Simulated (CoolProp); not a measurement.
Vapour-liquid equilibrium of n-hexane (1) + ethylbenzene (2) at 134.95 °C; x and y are mole fractions of (1).

Values from CoolProp's multi-fluid Helmholtz-energy mixture model, Thol 2019 and Zhou 2012; pair parameters Bell 2016.

Q: Give the bubble pressure and the first vapour's composition at x = 0.05, 0.25, 0.55. Is there an azeotrope?

A: x = 0.05: 0.1270 MPa, y = 0.256; x = 0.25: 0.2298 MPa, y = 0.654; x = 0.55: 0.3608 MPa, y = 0.848. No azeotrope shows between x = 0.05 and 0.95.

The pair parameters rest on a limited set of measurements; away from them the model extrapolates.
